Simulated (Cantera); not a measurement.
A perfectly stirred reactor is fed with H2 : O2 : N2 : H2O = 1 : 0.725 : 2.72 : 0.37 (molar parts), at 1.70 bar; it is adiabatic with a 400 K inlet, and is followed from long to short residence time, starting on the burning branch (τ in s: 0.12, 0.044, 0.016, 0.006, 0.0022, 0.00083, 0.00031, 0.00011, 4.3e-05, 1.6e-05).

Model: the H2/O2 subset of GRI-Mech 3.0, which has no nitrogen chemistry, integrated in Cantera.

Question: Predict: blow-out, bracketed by the residence times tried; x(H2) at τ = 0.120 s; x(O2) at τ = 0.120 s; x(H2O) at τ = 0.120 s; x(OH) at τ = 0.120 s; x(H2O2) at τ = 0.120 s; x(H2) at τ = 0.830 ms; x(O2) at τ = 0.830 ms; x(H2O) at τ = 0.830 ms; x(OH) at τ = 0.830 ms; x(H2O2) at τ = 0.830 ms.

Answer: 
* **blow-out, bracketed by the residence times tried**: burning at 16.0 µs, the shortest tried
* **x(H2) at τ = 0.120 s**: 0.000301
* **x(O2) at τ = 0.120 s**: 0.0517
* **x(H2O) at τ = 0.120 s**: 0.316
* **x(OH) at τ = 0.120 s**: 0.00195
* **x(H2O2) at τ = 0.120 s**: 1.67e-7
* **x(H2) at τ = 0.830 ms**: 0.00484
* **x(O2) at τ = 0.830 ms**: 0.0521
* **x(H2O) at τ = 0.830 ms**: 0.307
* **x(OH) at τ = 0.830 ms**: 0.00671
* **x(H2O2) at τ = 0.830 ms**: 8.34e-7
